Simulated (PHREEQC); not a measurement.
Make-up at 20 °C: 0.045 mol NH4HF2, 0.00089 mol (NH4)2SiF6 and 0.0037 mol H2SO4 per kg of water. Closed to the air; pH follows from the charge balance.

Model: ion-association model, phreeqc.dat, run in PHREEQC.

Precipitation was switched off in this run.

**Question.** Order these F species by the share of F that they hold, largest first: HF, SiF6-2, HF2-, F-.

**Answer.** HF (47 %), F- (35 %), HF2- (12 %), SiF6-2 (5.6 %)

The pH is 2.91 and the ionic strength 0.0512 mol/kgw. Species that the database lacks are ignored. SiF6-2 is the database's only silicon fluoride.
